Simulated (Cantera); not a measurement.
An adiabatic, constant-volume homogeneous reactor starts with CH4 : O2 : N2 = 1 : 2.04 : 22.4 (molar parts), equivalence ratio 0.98, at 1748 K and 1.00 atm.

Detailed kinetics in Cantera: GRI-Mech 3.0 (53 species, 325 reactions).

### Question
Predict: time of steepest temperature rise; temperature at 6.00 s; equilibrium temperature; x(O2) at 6.00 s; x(H2O) at 6.00 s; x(CO2) at 6.00 s; x(HCO) at 6.00 s.

### Answer
```json
{
 "time_of_steepest_temperature_rise": "0.305 ms",
 "temperature at 6.00 s": "2564 K",
 "equilibrium_temperature": "2564 K",
 "x(O2) at 6.00 s": "0.00682 (gas-phase equilibrium 0.00682)",
 "x(H2O) at 6.00 s": "0.0684 (gas-phase equilibrium 0.0684)",
 "x(CO2) at 6.00 s": "0.0257 (gas-phase equilibrium 0.0257)",
 "x(HCO) at 6.00 s": "5.11e-9 (gas-phase equilibrium 5.11e-9)"
}
```
